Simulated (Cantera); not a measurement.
Input: 1 mol SiO₂, 110 mol H₂, held at 1298 K and 7600 Pa.

Method: chemical equilibrium by Gibbs-energy minimisation in Cantera with the NASA 1993 tables (ideal gas, pure condensed phases). Candidate condensed phases: H₂O, Si, SiO₂; 18 gas species. The tables hold silica as quartz up to 1696 K and as liquid above; real silica turns to tridymite and cristobalite and melts near 1996 K. Rates play no part.

Question: What is the equilibrium state?

Answer: 
```json
{
 "x(H₂)": "1.000",
 "x(H₂O)": "5.06e-6",
 "x(SiO)": "5.06e-6",
 "x(H)": "3.89e-6",
 "n(SiO₂(β-quartz))": "0.999 mol",
 "gas_amount": "110.0 mol",
 "log10 activity of Si(s) (absent)": "-2.55"
}
```
